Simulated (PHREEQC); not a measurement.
NaOH is added in steps, without added water, to 1 kg of water holding 0.011 mol/kgw H2SO4, 0.03 mol/kgw LiCl and 0.0087 mol/kgw Na2SO4, at 25 °C. Oxygen alone is held at its pressure in air (log pO2 = -0.68). The system is closed to CO2. Solids allowed: Halite, Mirabilite. Others were left out.

Base run: PHREEQC, ion-association model, wateq4f.dat. Each further column changes one thing. The table gives pH.

| NaOH added (mol) | base | Na2SO4 left out | H2SO4 from 0.011 to 0.0022 mol/kgw | no solid may form |
|---|---|---|---|---|
| 0 | 1.91 | 1.83 | ___ | 1.91 |
| 0.003 | 1.98 | 1.90 | ___ | 1.98 |
| 0.006 | 2.06 | 1.98 | ___ | 2.06 |
| 0.009 | 2.16 | 2.08 | ___ | 2.16 |
| 0.012 | 2.28 | 2.20 | 11.78 | 2.28 |
| 0.015 | 2.44 | 2.36 | 11.92 | 2.44 |
| 0.018 | 2.70 | 2.62 | ___ | 2.70 |
| 0.021 | 3.31 | 3.23 | 12.11 | 3.31 |
| 0.024 | 11.19 | 11.20 | ___ | 11.19 |

Question: Complete the blanks.

Answer: 
- 0, H2SO4 from 0.011 to 0.0022 mol/kgw: 2.57
- 0.003, H2SO4 from 0.011 to 0.0022 mol/kgw: 3.08
- 0.006, H2SO4 from 0.011 to 0.0022 mol/kgw: 11.11
- 0.009, H2SO4 from 0.011 to 0.0022 mol/kgw: 11.56
- 0.018, H2SO4 from 0.011 to 0.0022 mol/kgw: 12.03
- 0.024, H2SO4 from 0.011 to 0.0022 mol/kgw: 12.18
